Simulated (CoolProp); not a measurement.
Values from CoolProp's reference Helmholtz-energy equation of state, Wu 2012.

Q: For fluoroethane (R161), give the phase and the cv (kJ/(kg K)), speed of sound (m/s), Joule-Thomson coefficient (K/MPa) at 29.45 °C and 101 kPa.

A: 
- 29.45 °C and 101 kPa: gas; cv 1.09, speed of sound 244, Joule-Thomson coefficient 20.4
